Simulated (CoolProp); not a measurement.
Vapour-liquid equilibrium of isobutene (1) + n-octane (2) at 312.7 K; x and y are mole fractions of (1).

Computed with CoolProp (multi-fluid Helmholtz-energy mixture model, Lemmon 2005 and Beckmüller 2019; pair parameters Bell 2016).

```tsv
x	bubble pressure (kPa)	y at the bubble point	dew pressure at overall composition x (kPa)	liquid density (mol/L)
0.05	26.35	(withheld)	4.274	6.153
0.125	58.64	0.936	4.638	6.376
0.2	90.32	0.961	5.071	6.613
0.275	122.0	0.973	5.592	6.863
0.35	154.1	0.980	6.233	7.129
0.425	186.9	0.985	7.039	7.410
0.5	(withheld)	0.989	8.083	7.709
0.575	255.0	0.991	9.492	8.026
0.65	290.1	0.994	11.49	8.361
0.725	326.0	0.995	14.56	8.715
0.8	362.4	0.997	19.87	9.088
0.875	399.5	0.998	31.25	9.478
0.95	437.4	0.999	72.76	(withheld)
```

### Question
What belongs in the gaps?

### Answer

- 0.05, y at the bubble point: 0.851
- 0.5, bubble pressure (kPa): 220.5
- 0.95, liquid density (mol/L): 9.881

No azeotrope shows between x = 0.05 and 0.95.

The pair parameters rest on a limited set of measurements; away from them the model extrapolates.
